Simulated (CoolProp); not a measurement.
Properties of propylene along the isobar 5360 kPa (Tc = 91.1 °C, pc = 4555 kPa, ω = 0.146).

Values from CoolProp's reference Helmholtz-energy equation of state, Lemmon 2013.

```tsv
T (°C)	phase	density (kg/m³)	cp (kJ/(kg K))	fugacity coefficient
69.45	liquid	432.5	3.212	0.4469
82.75	liquid	391.3	3.859	0.5297
95.95	supercritical	313.1	7.593	0.6101
109.25	supercritical	144.5	5.332	0.6682
122.55	supercritical	114.2	3.422	0.7068
135.75	supercritical	99.56	2.925	0.7381
149.05	supercritical	89.91	2.707	0.7649
162.35	supercritical	82.81	2.598	0.7882
175.55	supercritical	77.26	2.542	0.8085
188.85	supercritical	72.67	2.514	0.8266
202.15	supercritical	68.81	2.505	0.8428
215.35	supercritical	65.49	2.507	0.8572
228.65	supercritical	62.57	2.518	0.8703
241.95	supercritical	59.97	2.534	0.8821
255.15	supercritical	57.66	2.554	0.8927
```

The peak of cp marks the crossing from liquid-like to gas-like fluid above the critical point.
